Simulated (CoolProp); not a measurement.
Saturated liquid density (kg/m³) of dodecamethylpentasiloxane (MD3M): the reference equation beside estimates from Tc = 628.0 K, pc = 9.540 bar, ω = 0.730. Rackett uses Z = 0.29056 − 0.08775 ω.

The numbers come from the reference Helmholtz-energy equation of state, Thol 2019 in CoolProp.

| T (K) | reference | Rackett | Redlich-Kwong | Soave-Redlich-Kwong | Peng-Robinson |
|---|---|---|---|---|---|
| 408.7 | 760.8 | 931.8 | 610.8 | 670.9 | 755.5 |
| 418.1 | 751.0 | 919.1 | 602.3 | 663.5 | 747.6 |
| 427.5 | 741.1 | 906.2 | 593.5 | 655.9 | 739.4 |
| 436.9 | 731.0 | 893.1 | 584.5 | 647.8 | 730.7 |
| 446.3 | 720.8 | 879.7 | 575.1 | 639.4 | 721.5 |
| 455.6 | 710.5 | 866.2 | 565.6 | 630.6 | 712.0 |
| 465 | 699.9 | 852.1 | 555.6 | 621.2 | 701.8 |
| 474.4 | 689.0 | 837.8 | 545.2 | 611.4 | 691.0 |
| 483.8 | 677.8 | 823.0 | 534.5 | 600.9 | 679.5 |
| 493.2 | 666.4 | 807.9 | 523.4 | 589.9 | 667.4 |
| 502.6 | 654.6 | 792.2 | 511.8 | 578.2 | 654.4 |
| 511.9 | 642.5 | 776.2 | 499.9 | 565.9 | 640.7 |

Absolute difference from the reference over all 12 rows, mean and median: Rackett 21.8 and 21.8 %, Redlich-Kwong 20.7 and 20.5 %, Soave-Redlich-Kwong 11.5 and 11.4 %, Peng-Robinson 0.3 and 0.2 %.
